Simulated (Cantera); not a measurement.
An isothermal, constant-pressure homogeneous reactor starts with NH3 : H2 = 1 : 1.8 (molar parts), at 1675 K and 0.0180 bar.

Cantera simulation using the gas-phase N/H chemistry of the illustrative SiF4/NH3 mechanism in the Surface Chemkin manual (1991); the numbers are that mechanism's predictions, not measurements. Walls and surfaces, which speed up NH3 decomposition in real reactors, are not modelled.

### Question
Predict: x(NH3) at 20.0 s; x(H2) at 20.0 s; x(NH2) at 20.0 s; x(N2) at 20.0 s; x(N2H4) at 20.0 s.

### Answer
| Property | Result |
|---|---|
| x(NH3) at 20.0 s | 0.243 (gas-phase equilibrium 2.02e-7) |
| x(H2) at 20.0 s | 0.715 (gas-phase equilibrium 0.868) |
| x(NH2) at 20.0 s | 0.000110 (gas-phase equilibrium 4.71e-10) |
| x(N2) at 20.0 s | 0.0420 (gas-phase equilibrium 0.132) |
| x(N2H4) at 20.0 s | 2.41e-9 (gas-phase equilibrium <1e-12) |
